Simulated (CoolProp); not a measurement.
R1336mzz(E) along the isobar 5.7 MPa: fugacity coefficient from the reference equation and from simpler models built on Tc = 130.4 °C, pc = 2.779 MPa, ω = 0.413; each cubic takes its own stable root.

Values from CoolProp's reference Helmholtz-energy equation of state, Akasaka 2023.

```tsv
T (°C)	phase	reference
69.95	liquid	0.1374
78.35	liquid	0.1636
86.65	liquid	0.1920
95.05	liquid	0.2232
103.45	liquid	0.2565
111.75	liquid	0.2914
120.15	liquid	0.3282
128.45	liquid	0.3658
136.85	supercritical	0.4047
```

How far does each simpler model (van der Waals, Redlich-Kwong, Soave-Redlich-Kwong, Peng-Robinson) lie from the reference over these 9 states: mean and median of the absolute difference, and the worst?


- van der Waals: mean 46.6 %, median 40.9 %, worst +97.7 % at 69.95 °C and 5.7 MPa
- Redlich-Kwong: mean 19.9 %, median 18.1 %, worst +40.3 % at 69.95 °C and 5.7 MPa
- Soave-Redlich-Kwong: mean 6.8 %, median 6.9 %, worst +7.0 % at 103.45 °C and 5.7 MPa
- Peng-Robinson: mean 1.0 %, median 1.1 %, worst +1.2 % at 103.45 °C and 5.7 MPa
